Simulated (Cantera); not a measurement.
Charge: 1 mol borazine, 1.1 mol O2, at 1400 °C and 0.135 Torr.

Cantera equilibrium calculation (NASA polynomials, part measured and part estimated; ideal gas, pure solids and liquids). Candidate condensed phases: B, BN, B2O3, B3O3H3, H2O; 39 gas species. The feed counts by its element totals alone. The numbers say what is thermodynamically allowed, not how fast it happens.

Base state: H2 0.530, N2 0.198, HBO 0.105, B2O2 0.101, B2O3 0.0301, BO 0.0253, H 0.00619, HBO2 0.00384 (mole fractions); condensed: BN(s).

Task: What changes in the equilibrium state with this change: O2 from 1.1 to 3.9 mol?

Result: 
```json
[
 {"species": "HBO2", "before": "0.00384", "after": "0.412"},
 {"species": "H2O", "before": "2.78e-5", "after": "0.277"},
 {"species": "N2", "before": "0.198", "after": "0.243"},
 {"species": "H2", "before": "0.530", "after": "0.00204"},
 {"species": "O2", "before": "<1e-9", "after": "0.0232"},
 {"species": "B2O2", "before": "0.101", "after": "4.54e-8"},
 {"species": "HBO", "before": "0.105", "after": "4.35e-6"},
 {"species": "BO", "before": "0.0253", "after": "1.69e-5"},
 {"species": "B2O3", "before": "0.0301", "after": "0.0347"},
 {"species": "NO", "before": "<1e-9", "after": "0.000483"},
 {"species": "O", "before": "<1e-9", "after": "0.000380"},
 {"species": "BN(s), mol", "before": "0.973", "after": "0"}
]
```

Task: What changes in the equilibrium state with this change: temperature from 1400 °C to 2052 °C?

Result: 
```csv
species,before,after
H,0.00619,0.336
BO,0.0253,0.230
N2,0.198,0.170
H2,0.530,0.167
B,1.07e-7,0.0768
B2O3,0.0301,1.92e-7
B2O2,0.101,0.00117
HBO,0.105,0.0105
BN,1.94e-9,0.000224
BH,1.00e-8,0.000345
HBO2,0.00384,2.76e-7
"BN(s), mol",0.973,0
"B(s), mol",0,0.0560
```
The tables' values for BH2 are old estimates; treat these amounts as uncertain.

Task: What changes in the equilibrium state with this change: temperature from 1400 °C to 1177 °C?

Result: 
| species | before | after |
|---|---|---|
| H2 | 0.530 | 0.725 |
| N2 | 0.198 | 0.186 |
| B2O3 | 0.0301 | 0.0417 |
| B2O2 | 0.101 | 0.00684 |
| HBO | 0.105 | 0.0240 |
| BO | 0.0253 | 0.000559 |
| HBO2 | 0.00384 | 0.0156 |
| B2O | 1.32e-5 | 7.20e-9 |
| H | 0.00619 | 0.000600 |
| H2O | 2.78e-5 | 0.000186 |
| BN(s), mol | 0.973 | 1.50 |
| B2O3(l), mol | 0 | 0.472 |
Mutual solubility and eutectic melting of coexisting phases are not modelled.
